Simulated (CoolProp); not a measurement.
Vapour-liquid equilibrium of hydrogen chloride (1) + propane (2) at 2.06 MPa; x and y are mole fractions of (1).

Model: multi-fluid Helmholtz-energy mixture model, Thol 2018 and Lemmon 2009; pair parameters Bell 2016, in CoolProp.

### Question
Give the bubble temperature and the first vapour's composition at x = 0.75, 0.85, 0.95. Is there an azeotrope?

### Answer
x = 0.75: 270.0 K, y = 0.884; x = 0.85: 267.6 K, y = 0.923; x = 0.95: 265.6 K, y = 0.971. No azeotrope shows between x = 0.05 and 0.95.

The pair parameters rest on a limited set of measurements; away from them the model extrapolates.
